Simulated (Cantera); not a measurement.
Charge: 1 mol AlCl₃, 3.3 mol O₂, 24 mol H₂, a varied amount of NH₃, at 1848 K and 97.5 Torr.

These are equilibrium values from Cantera (NASA tables, ideal gas, pure condensed phases), not measurements of a reactor. Candidate condensed phases: Al, AlCl₃, AlN, Al₂O₃, H₂O, NH₄Cl; 45 gas species. Rates play no part.

### Question
At 320 mol NH₃, list the 5 most abundant gas species with their mole fractions, and the condensed phases.

### Answer
H₂ 0.746, N₂ 0.240, H₂O 0.00766, HCl 0.00450, H 0.00127. Condensed: Al₂O₃(s).
